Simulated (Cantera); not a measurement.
Input: 1 mol Si3H8, 6.2 mol H2, equilibrated at 1623 K and 728 Torr.

These are equilibrium values from Cantera (NASA tables, ideal gas, pure condensed phases), not measurements of a reactor. Candidate condensed phases: Si; 9 gas species. The feed counts by its element totals alone. The numbers say what is thermodynamically allowed, not how fast it happens.

Problem. What is the equilibrium state?

Solution. 
- x(H2): 1.000
- x(H): 7.02e-5
- x(SiH2): 6.47e-6
- x(SiH4): 1.15e-6
- n(Si(s)): 3.00 mol
- gas amount: 10.20 mol
